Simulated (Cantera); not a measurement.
# Equilibrium for tantalum, niobium, vanadium and zirconium in process gases: Ta + O2 + H2

Feed: 1 mol Ta, 0.017 mol O2, 9.4 mol H2, equilibrated at 12000 Pa.

Method: chemical equilibrium by Gibbs-energy minimisation in Cantera with the NASA 1993 tables (ideal gas, pure condensed phases). Candidate condensed phases: H2O, Ta, Ta2O5; 12 gas species. Mutual solubility and eutectic melting of coexisting phases are not modelled. Condensed phases not in the tables: N, O or C dissolved in the metal. Equilibrium is a limit: real reactors are often held back by kinetics, nucleation or transport.

From 1850 K to 2050 K the condensed part is Ta(s) + Ta2O5(s). From 2100 K to 2150 K the condensed part is Ta(s) + Ta2O5(l). From 2200 K to 2500 K the condensed part is Ta(s). The main Ta-bearing gas is TaO2 throughout.

```json
[
 {"T (K)": "1850", "x H2": "0.998", "x H": "0.00155", "x H2O": "0.000896", "x TaO2": "5.17e-7", "x TaO": "1.01e-7", "x OH": "1.03e-7", "x O": "1.22e-10", "n Ta(s)": "0.990", "n Ta2O5(s)": "0.00511", "n Ta2O5(l)": "0"},
 {"T (K)": "1900", "x H2": "0.997", "x H": "0.00229", "x H2O": "0.00115", "x TaO2": "1.40e-6", "x TaO": "2.71e-7", "x OH": "2.17e-7", "x O": "3.74e-10", "n Ta(s)": "0.991", "n Ta2O5(s)": "0.00463", "n Ta2O5(l)": "0"},
 {"T (K)": "1950", "x H2": "0.995", "x H": "0.00330", "x H2O": "0.00146", "x TaO2": "3.59e-6", "x TaO": "6.90e-7", "x OH": "4.39e-7", "x O": "1.08e-9", "n Ta(s)": "0.992", "n Ta2O5(s)": "0.00404", "n Ta2O5(l)": "0"},
 {"T (K)": "2000", "x H2": "0.993", "x H": "0.00468", "x H2O": "0.00182", "x TaO2": "8.76e-6", "x TaO": "1.68e-6", "x OH": "8.56e-7", "x O": "2.95e-9", "n Ta(s)": "0.993", "n Ta2O5(s)": "0.00333", "n Ta2O5(l)": "0"},
 {"T (K)": "2050", "x H2": "0.991", "x H": "0.00652", "x H2O": "0.00224", "x TaO2": "2.04e-5", "x TaO": "3.90e-6", "x OH": "1.61e-6", "x O": "7.66e-9", "n Ta(s)": "0.995", "n Ta2O5(s)": "0.00248", "n Ta2O5(l)": "0"},
 {"T (K)": "2100", "x H2": "0.988", "x H": "0.00894", "x H2O": "0.00266", "x TaO2": "4.32e-5", "x TaO": "8.45e-6", "x OH": "2.87e-6", "x O": "1.85e-8", "n Ta(s)": "0.996", "n Ta2O5(s)": "0", "n Ta2O5(l)": "0.00159"},
 {"T (K)": "2150", "x H2": "0.985", "x H": "0.0121", "x H2O": "0.00311", "x TaO2": "8.71e-5", "x TaO": "1.76e-5", "x OH": "4.93e-6", "x O": "4.26e-8", "n Ta(s)": "0.998", "n Ta2O5(s)": "0", "n Ta2O5(l)": "0.000543"},
 {"T (K)": "2200", "x H2": "0.980", "x H": "0.0161", "x H2O": "0.00327", "x TaO2": "0.000140", "x TaO": "3.20e-5", "x OH": "7.49e-6", "x O": "8.57e-8", "n Ta(s)": "0.998", "n Ta2O5(s)": "0", "n Ta2O5(l)": "0"},
 {"T (K)": "2250", "x H2": "0.975", "x H": "0.0212", "x H2O": "0.00315", "x TaO2": "0.000185", "x TaO": "5.20e-5", "x OH": "1.03e-5", "x O": "1.54e-7", "n Ta(s)": "0.998", "n Ta2O5(s)": "0", "n Ta2O5(l)": "0"},
 {"T (K)": "2300", "x H2": "0.969", "x H": "0.0275", "x H2O": "0.00300", "x TaO2": "0.000237", "x TaO": "8.21e-5", "x OH": "1.37e-5", "x O": "2.66e-7", "n Ta(s)": "0.997", "n Ta2O5(s)": "0", "n Ta2O5(l)": "0"},
 {"T (K)": "2350", "x H2": "0.961", "x H": "0.0353", "x H2O": "0.00282", "x TaO2": "0.000293", "x TaO": "0.000125", "x OH": "1.79e-5", "x O": "4.43e-7", "n Ta(s)": "0.996", "n Ta2O5(s)": "0", "n Ta2O5(l)": "0"},
 {"T (K)": "2400", "x H2": "0.952", "x H": "0.0448", "x H2O": "0.00263", "x TaO2": "0.000350", "x TaO": "0.000186", "x OH": "2.27e-5", "x O": "7.16e-7", "n Ta(s)": "0.995", "n Ta2O5(s)": "0", "n Ta2O5(l)": "0"},
 {"T (K)": "2450", "x H2": "0.941", "x H": "0.0562", "x H2O": "0.00241", "x TaO2": "0.000403", "x TaO": "0.000267", "x OH": "2.82e-5", "x O": "1.12e-6", "n Ta(s)": "0.994", "n Ta2O5(s)": "0", "n Ta2O5(l)": "0"},
 {"T (K)": "2500", "x H2": "0.927", "x H": "0.0699", "x H2O": "0.00218", "x TaO2": "0.000449", "x TaO": "0.000373", "x OH": "3.41e-5", "x O": "1.69e-6", "n Ta(s)": "0.992", "n Ta2O5(s)": "0", "n Ta2O5(l)": "0"}
]
```
x: gas mole fraction; n: condensed amount in mol.
